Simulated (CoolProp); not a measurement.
Properties of propylene along the isotherm 321 K (Tc = 364.2 K, pc = 45.55 bar, ω = 0.146).

Model: reference Helmholtz-energy equation of state, Lemmon 2013, in CoolProp.

```tsv
p (bar)	phase	viscosity (µPa s)	Prandtl number
0.216	gas	9.23	0.767
0.365	gas	9.23	(withheld)
0.615	gas	9.23	(withheld)
1.04	gas	9.23	0.771
1.75	gas	9.24	0.775
2.96	gas	9.25	(withheld)
4.99	gas	(withheld)	0.795
8.42	gas	9.39	(withheld)
14.2	gas	9.74	0.898
24	liquid	(withheld)	2.30
40.5	liquid	80.4	2.24
68.3	liquid	85.6	2.19
```

Problem. Fill in the missing entries.

Solution. 
- 0.365, Prandtl number: 0.768
- 0.615, Prandtl number: 0.769
- 2.96, Prandtl number: 0.782
- 4.99, viscosity (µPa s): 9.28
- 8.42, Prandtl number: 0.823
- 24, viscosity (µPa s): 76.9

Viscosity comes from a separate model (Huber 2003), an estimate that may be off by 10 % or more. Thermal conductivity comes from a separate model (Huber 2003), an estimate that may be off by 10 % or more.
